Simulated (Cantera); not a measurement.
Standard-state values (1 bar) from the NASA 1993 polynomials, evaluated with Cantera. Values are per mole of reaction as written; species without (g) are pure solids or liquids, kept so even where they would boil at 1 bar.

4 Fe₂O₃ + 2 NH₃(g) + 5 H₂O(g) = 8 Fe(OH)₂ + N₂O(g), with ΔH° = 91.7 kJ and ΔS° = -755.3 J/K at 300 K.

Q: How far is the shortcut ΔG° ≈ ΔH°(300 K) − T·ΔS°(300 K) from the full temperature-dependent value at 875, 900, 925, 950, 975, 1000, 1025, 1050, 1075, 1100, 1125 K?

A: 
| T (K) | shortcut (kJ) | full (kJ) | difference (kJ) | difference in log10 K |
|---|---|---|---|---|
| 875 | 752.6 | 708.1 | 44.5 | -2.66 |
| 900 | 771.5 | 724.0 | 47.4 | -2.75 |
| 925 | 790.3 | 739.9 | 50.4 | -2.85 |
| 950 | 809.2 | 755.7 | 53.5 | -2.94 |
| 975 | 828.1 | 771.5 | 56.6 | -3.03 |
| 1000 | 847.0 | 787.2 | 59.7 | -3.12 |
| 1025 | 865.9 | 802.9 | 63.0 | -3.21 |
| 1050 | 884.7 | 818.4 | 66.3 | -3.30 |
| 1075 | 903.6 | 833.9 | 69.7 | -3.39 |
| 1100 | 922.5 | 849.3 | 73.2 | -3.47 |
| 1125 | 941.4 | 864.7 | 76.7 | -3.56 |
The shortcut ignores the heat-capacity change of the reaction.
